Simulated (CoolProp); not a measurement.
Vapour-liquid equilibrium of isohexane (1) + benzene (2) at 52.85 °C; x and y are mole fractions of (1).

Computed with CoolProp (multi-fluid Helmholtz-energy mixture model, Lemmon 2006 and Thol 2012; pair parameters Bell 2016).

```json
[
 {"x": "0.05", "bubble pressure, mixture model (MPa)": "0.04551", "bubble pressure, Raoult's law (MPa)": "0.04227", "y, mixture model": "0.155", "y, Raoult's law": "0.094"},
 {"x": "0.125", "bubble pressure, mixture model (MPa)": "0.05161", "bubble pressure, Raoult's law (MPa)": "0.04523", "y, mixture model": "0.304", "y, Raoult's law": "0.220"},
 {"x": "0.2", "bubble pressure, mixture model (MPa)": "0.05630", "bubble pressure, Raoult's law (MPa)": "0.04818", "y, mixture model": "0.404", "y, Raoult's law": "0.331"},
 {"x": "0.275", "bubble pressure, mixture model (MPa)": "0.06004", "bubble pressure, Raoult's law (MPa)": "0.05113", "y, mixture model": "0.479", "y, Raoult's law": "0.428"},
 {"x": "0.35", "bubble pressure, mixture model (MPa)": "0.06314", "bubble pressure, Raoult's law (MPa)": "0.05408", "y, mixture model": "0.540", "y, Raoult's law": "0.516"},
 {"x": "0.425", "bubble pressure, mixture model (MPa)": "0.06581", "bubble pressure, Raoult's law (MPa)": "0.05703", "y, mixture model": "0.595", "y, Raoult's law": "0.594"},
 {"x": "0.5", "bubble pressure, mixture model (MPa)": "0.06817", "bubble pressure, Raoult's law (MPa)": "0.05998", "y, mixture model": "0.646", "y, Raoult's law": "0.664"},
 {"x": "0.575", "bubble pressure, mixture model (MPa)": "0.07031", "bubble pressure, Raoult's law (MPa)": "0.06294", "y, mixture model": "0.695", "y, Raoult's law": "0.728"},
 {"x": "0.65", "bubble pressure, mixture model (MPa)": "0.07227", "bubble pressure, Raoult's law (MPa)": "0.06589", "y, mixture model": "0.745", "y, Raoult's law": "0.786"},
 {"x": "0.725", "bubble pressure, mixture model (MPa)": "0.07408", "bubble pressure, Raoult's law (MPa)": "0.06884", "y, mixture model": "0.796", "y, Raoult's law": "0.839"},
 {"x": "0.8", "bubble pressure, mixture model (MPa)": "0.07576", "bubble pressure, Raoult's law (MPa)": "0.07179", "y, mixture model": "0.849", "y, Raoult's law": "0.888"},
 {"x": "0.875", "bubble pressure, mixture model (MPa)": "0.07731", "bubble pressure, Raoult's law (MPa)": "0.07474", "y, mixture model": "0.904", "y, Raoult's law": "0.933"},
 {"x": "0.95", "bubble pressure, mixture model (MPa)": "0.07876", "bubble pressure, Raoult's law (MPa)": "0.07769", "y, mixture model": "0.961", "y, Raoult's law": "0.974"}
]
```

The largest gap from Raoult's law is +17.4 % in bubble pressure, at x = 0.275. No azeotrope shows between x = 0.05 and 0.95.

Pair parameters are fitted to limited data, so mixtures are less certain than the pure fluids.
